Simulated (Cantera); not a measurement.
A closed system holds: 1 mol n-butane, 0.82 mol O₂, 0.44 mol H₂, held at 3.80 bar.

Method: chemical equilibrium by Gibbs-energy minimisation in Cantera with the NASA 1993 tables (ideal gas, pure condensed phases). Candidate condensed phases: C, C₆H₆, C₇H₈, C₈H₁₈, H₂O; 110 gas species. Equilibrium is a limit: real reactors are often held back by kinetics, nucleation or transport. All values below are at 1573 K.

Base state: H₂ 0.763, CO 0.232, CH₄ 0.00406, H₂O 0.000699, CO₂ 7.35e-5, H 1.82e-5, C₂H₂ (acetylene) 1.58e-5 (mole fractions); condensed: C(graphite).

Question: What changes in the equilibrium state with this change: n-butane replaced by CO?

Answer: 
```
species             before     after
----------------  --------  --------
CO₂                7.35e-5     0.649
H₂O               0.000699     0.286
O₂                   <1e-9    0.0649
H₂                   0.763   2.76e-6
CO                   0.232   1.82e-5
CH₄                0.00406     <1e-9
OH                   <1e-9  0.000129
C₂H₂ (acetylene)   1.58e-5     <1e-9
H                  1.82e-5   3.47e-8
C(graphite), mol      2.34         0
```
